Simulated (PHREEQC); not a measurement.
Consider water at 25 °C with 0.056 mol/kgw MgCl2, 0.014 mol/kgw Na2SO4 and 3.5e-07 mol/kgw H4SiO4. Closed to the air; pH follows from the charge balance.

The numbers come from PHREEQC with the ion-association model, wateq4f.dat.

Problem. The ionic strength comes out as 0.180 mol/kgw. What activity coefficients do SO4-2, NaSO4-, Mg+2, Cl-, Na+ get?

Solution. SO4-2 0.30, NaSO4- 0.75, Mg+2 0.35, Cl- 0.72, Na+ 0.75.

Precipitation was switched off in this run.
